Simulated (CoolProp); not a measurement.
Properties of dodecamethylpentasiloxane (MD3M) along the isotherm 346.85 °C (Tc = 354.9 °C, pc = 9.540 bar, ω = 0.730).

Values from CoolProp's reference Helmholtz-energy equation of state, Thol 2019.

```csv
p (bar),phase,cp (kJ/(kg K)),speed of sound (m/s),isothermal compressibility (1/MPa),expansivity (1/kK)
0.302,gas,2.106,114.9,33.53,1.698
0.536,gas,2.109,113.8,19.08,1.768
0.954,gas,2.114,111.8,10.93,1.902
1.7,gas,2.124,108.1,6.363,2.180
3.02,gas,2.149,100.7,3.875,2.835
5.36,gas,2.231,84.73,2.705,5.105
9.54,liquid,2.826,87.64,0.3950,13.41
17,liquid,2.466,163.0,0.08902,4.751
30.2,liquid,2.378,229.3,0.04045,2.918
53.6,liquid,2.332,302.7,0.02135,2.016
95.4,liquid,2.302,390.1,0.01191,1.462
```
